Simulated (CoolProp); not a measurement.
Carbon monoxide at 360.09 K and 1.24 MPa is throttled through a valve to 0.723 MPa with no heat exchange. Each further row changes one setting.

The numbers come from the reference Helmholtz-energy equation of state, Lemmon 2006 in CoolProp. It is a short technical equation, of lower accuracy than the large ones.

```
case                       temperature change (K)  final density (kg/m³)
-------------------------  ----------------------  ---------------------
as stated                                       ?                      ?
outlet pressure 0.217 MPa                       ?                      ?
outlet pressure 0.94 MPa                        ?                      ?
```

Question: Complete the blanks.

Answer: 
- as stated, temperature change (K): -0.8
- as stated, final density (kg/m³): 6.78
- outlet pressure 0.217 MPa, temperature change (K): -1.7
- outlet pressure 0.217 MPa, final density (kg/m³): 2.04
- outlet pressure 0.94 MPa, temperature change (K): -0.5
- outlet pressure 0.94 MPa, final density (kg/m³): 8.80
